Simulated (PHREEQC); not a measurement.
PHREEQC input (ion-association model, phreeqc.dat):

```
SOLUTION_SPECIES
  CO3-2 + 10 H+ + 8 e- = CH4 + 3 H2O  # shut off: no methane
    -log_k -100
    -delta_h 0
    -analytic -100
SOLUTION 1
  temp 25
  units mol/kgw
  pH 7 charge
  C(4) 0.2
  K 0.4
END
SELECTED_OUTPUT 1
  -reset false
  -pH true
  -pe true
  -ionic_strength true
  -water true
  -totals C K C(-4) C(4) Sg
  -molalities H+ K+ CO3-2 OH- HCO3- CO2 (CO2)2
USER_PUNCH 1
  -headings p_CO2(g) phi_CO2(g) p_H2Sg(g) phi_H2Sg(g) p_H2O(g) phi_H2O(g) density
  10 PUNCH PR_P("CO2(g)"), PR_PHI("CO2(g)"), PR_P("H2Sg(g)"), PR_PHI("H2Sg(g)"), PR_P("H2O(g)"), PR_PHI("H2O(g)"), RHO
PRINT
  -reset false
USE solution 1
REACTION_TEMPERATURE 1
  25
GAS_PHASE 1
  -fixed_pressure
  -pressure 1
  -temperature 25
  -volume 20
  CO2(g) 0.56
  H2Sg(g) 0.44
  H2O(g) 0
END
# ... the last block is repeated for the other 5 points of P (atm)
```

Selected output (columns that matter, 6 of 6 rows; P (atm) added in front):

```
P (atm)	pH	mu	C	K	Sg	m_H+	m_K+	p_CO2(g)	phi_CO2(g)	p_H2Sg(g)	phi_H2Sg(g)	p_H2O(g)	phi_H2O(g)	density
1	7.352	0.40157	0.30413	0.40071	0.14387	5.7604e-08	0.40071	0.60111	0.99451	0.36761	0.99213	0.031276	0.99005	1.0202
2	7.052	0.40111	0.3146	0.40069	0.18477	1.1494e-07	0.40069	1.1793	0.98903	0.78914	0.98427	0.031577	0.98046	1.0202
3	6.8785	0.40096	0.32925	0.40068	0.22053	1.7135e-07	0.40068	1.754	0.98357	1.2141	0.97644	0.031884	0.9709	1.0203
5	6.6629	0.40084	0.36095	0.40067	0.28708	2.8155e-07	0.40067	2.8999	0.9727	2.0675	0.96083	0.032514	0.95186	1.0205
7.5	6.4948	0.40079	0.40098	0.40068	0.36524	4.1453e-07	0.40068	4.3284	0.9592	3.1383	0.94144	0.033337	0.92819	1.0208
10	6.3781	0.40077	0.44019	0.40069	0.43913	5.4232e-07	0.40069	5.7533	0.9458	4.2125	0.92216	0.034201	0.90464	1.0211
```
